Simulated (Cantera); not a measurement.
Feed: 1 mol Cu, 5.6 mol HF, at 1375 K.

These are equilibrium values from Cantera (NASA tables, ideal gas, pure condensed phases), not measurements of a reactor. Candidate condensed phases: Cu, CuF2; 15 gas species. Kinetics and transport are ignored.

Question: At 320 Pa, list the 4 most abundant gas species with their mole fractions, and the condensed phases.

Answer: HF 0.998, CuF 0.00145, H2 0.000727, Cu 0.000257. Condensed: Cu(l).
